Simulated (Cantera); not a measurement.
A perfectly stirred reactor is fed with 5.48 % C₂H₆, 19.4 % O₂, 72.9 % N₂, 2.25 % H₂O, at 0.350 bar; it is adiabatic with a 725 K inlet, and is followed from long to short residence time, starting on the burning branch (τ in s: 0.23, 0.065, 0.018, 0.005, 0.0014, 0.00039, 0.00011, 3e-05, 8.3e-06).

Detailed kinetics in Cantera: GRI-Mech 3.0 (53 species, 325 reactions).

One state of this run: T (K) = 1919; x C₂H₆ = 0.000301; x O₂ = 0.0427; x H₂O = 0.141; x CH₃ = 0.000575; x CH₄ = 8.24e-5. x: mole fraction; the columns are a selection and need not sum to one.

**Question.** Which value of τ (s) does it belong to?
(A) 0.065
(B) 0.00011
(C) 0.23
(D) 0.0050

**Answer.** B, 0.00011
